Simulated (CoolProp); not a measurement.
Vapour-liquid equilibrium of R152A (1) + n-pentane (2) at -3.35 °C; x and y are mole fractions of (1).

Model: multi-fluid Helmholtz-energy mixture model, Outcalt 1996 and Thol 2019; pair parameters Bell 2016, in CoolProp.

Problem. Give the bubble pressure and the first vapour's composition at x = 0.2, 0.35, 0.65. Is there an azeotrope?

Solution. x = 0.2: 0.1489 MPa, y = 0.872; x = 0.35: 0.1821 MPa, y = 0.902; x = 0.65: 0.2031 MPa, y = 0.921. No azeotrope shows between x = 0.05 and 0.95.

The pair parameters rest on a limited set of measurements; away from them the model extrapolates. With so large a gap from Raoult's law the liquid may split in two, which this calculation doesn't test in full.
